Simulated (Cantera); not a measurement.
**Thermodynamics of abatement and gas-phase synthesis, feed HF + SO₂ + H₂**

Charge: 1 mol HF, 0.45 mol SO₂, a varied amount of H₂, held at 300 °C and 10000 Pa.

These are equilibrium values from Cantera (NASA tables, ideal gas, pure condensed phases), not measurements of a reactor. Candidate condensed phases: H₂O, H₂SO₄, S; 43 gas species. Gases not in the tables: S₃ to S₇. Rates play no part.

| n(H₂) (mol) | x H₂ | x HF | x H₂O | x H₂S | x SO₂ | x S₈ | x S₂ | x S₂O |
|---|---|---|---|---|---|---|---|---|
| 0.84 | 6.92e-6 | 0.514 | 0.401 | 0.0316 | 0.0312 | 0.0207 | 0.00142 | 6.07e-5 |
| 2 | 0.217 | 0.333 | 0.300 | 0.150 | <1e-12 | <1e-12 | 3.25e-11 | <1e-12 |
| 3.1 | 0.427 | 0.244 | 0.220 | 0.110 | <1e-12 | <1e-12 | 4.49e-12 | <1e-12 |
| 4.3 | 0.557 | 0.189 | 0.170 | 0.0849 | <1e-12 | <1e-12 | 1.58e-12 | <1e-12 |
| 5.4 | 0.633 | 0.156 | 0.141 | 0.0703 | <1e-12 | <1e-12 | <1e-12 | <1e-12 |
| 6.6 | 0.691 | 0.132 | 0.118 | 0.0592 | <1e-12 | <1e-12 | <1e-12 | <1e-12 |
| 7.7 | 0.730 | 0.115 | 0.103 | 0.0517 | <1e-12 | <1e-12 | <1e-12 | <1e-12 |
| 8.9 | 0.763 | 0.101 | 0.0909 | 0.0455 | <1e-12 | <1e-12 | <1e-12 | <1e-12 |
| 10 | 0.786 | 0.0909 | 0.0818 | 0.0409 | <1e-12 | <1e-12 | <1e-12 | <1e-12 |
| 11 | 0.804 | 0.0833 | 0.0750 | 0.0375 | <1e-12 | <1e-12 | <1e-12 | <1e-12 |
| 12 | 0.819 | 0.0769 | 0.0692 | 0.0346 | <1e-12 | <1e-12 | <1e-12 | <1e-12 |
x: gas mole fraction; nothing condenses.

From 0.84 mol H₂ to 12 mol H₂ nothing is condensed.
